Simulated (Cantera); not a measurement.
A Cantera script and its output.

```python
import numpy as np
import cantera as ct

gas = ct.Solution("h2o2.yaml")
gas.TPX = 1200, 980, {'H2': 0.16, 'O2': 1}
reactor = ct.IdealGasConstPressureReactor(gas, energy="off", clone=False)
net = ct.ReactorNet([reactor])
net.rtol, net.atol = 1e-08, 1e-18
show = ['H2', 'O2', 'OH', 'H', 'HO2', 'H2O2', 'H2O']
times = np.geomspace(1e-06, 2, 12)

steps = ct.SolutionArray(gas, extra=["t"])
rows = []
print(f"{'t/s':>10s}{'T/K':>9s}{'P/Pa':>11s}" + "".join(f"{s:>11s}" for s in show))
for t in times:
    while net.time < t:
        t_next = net.step()
        steps.append(gas.state, t=t_next)
    rows.append([np.interp(t, steps.t, y) for y in (steps.T, steps.P, *steps(*show).X.T)])
    print(f"{t:10.3e}{rows[-1][0]:9.1f}{rows[-1][1]:11.4g}" + "".join(f"{x:11.3e}" for x in rows[-1][2:]))
rate = np.gradient(steps.T, steps.t)
print("integrator steps:", len(steps.t))
if steps.T.max() > steps.T[0] + 200:
    print(f"time of steepest temperature rise: {steps.t[rate.argmax()]:.4e} s")
gas.TPX = 1200, 980, {'H2': 0.16, 'O2': 1}
gas.equilibrate("TP")
print(f"equilibrium (TP): T = {gas.T:.1f} K  " + "  ".join(f"{s} {gas[s].X[0]:.3e}" for s in show))
```

Result:

```
       t/s      T/K       P/Pa         H2         O2         OH          H        HO2       H2O2        H2O
 1.000e-06   1200.0        980  1.379e-01  8.621e-01  6.122e-13  7.967e-11  8.028e-11  3.347e-16  6.551e-15
 3.740e-06   1200.0        980  1.379e-01  8.621e-01  8.201e-12  2.922e-10  3.002e-10  4.641e-15  3.252e-13
 1.398e-05   1200.0        980  1.379e-01  8.621e-01  1.013e-10  1.029e-09  1.123e-09  6.452e-14  1.527e-11
 5.230e-05   1200.0        980  1.379e-01  8.621e-01  1.018e-09  3.543e-09  4.200e-09  9.007e-13  6.099e-10
 1.956e-04   1200.0        980  1.379e-01  8.621e-01  1.074e-08  2.132e-08  1.573e-08  1.258e-11  2.218e-08
 7.313e-04   1200.0        980  1.379e-01  8.621e-01  1.697e-06  3.052e-06  6.830e-08  1.821e-10  5.754e-06
 2.735e-03   1200.0        980  6.926e-03  7.776e-01  8.661e-03  4.218e-02  5.158e-06  1.872e-07  1.059e-01
 1.023e-02   1200.0        980  4.038e-03  7.916e-01  6.964e-03  2.792e-02  5.222e-06  1.629e-07  1.193e-01
 3.824e-02   1200.0        980  1.812e-03  8.279e-01  4.742e-03  7.442e-03  4.908e-06  1.932e-07  1.376e-01
 1.430e-01   1200.0        980  2.215e-04  8.487e-01  1.666e-03  3.014e-04  2.305e-06  1.332e-07  1.467e-01
 5.348e-01   1200.0        980  1.701e-05  8.515e-01  4.651e-04  6.476e-06  4.049e-07  4.328e-08  1.479e-01
 2.000e+00   1200.0        980  1.956e-06  8.518e-01  1.589e-04  2.574e-07  6.346e-08  1.173e-08  1.481e-01
integrator steps: 1589
equilibrium (TP): T = 1200.0 K  H2 2.074e-08  O2 8.518e-01  OH 1.649e-05  H 2.890e-10  HO2 1.468e-08  H2O2 3.243e-10  H2O 1.481e-01
```

Computed with Cantera and the H2/O2 subset of GRI-Mech 3.0, which has no nitrogen chemistry. Radical loss at walls, strong at low pressure, is not modelled. The temperature is held fixed by assumption; the heat of reaction is taken as removed at once.
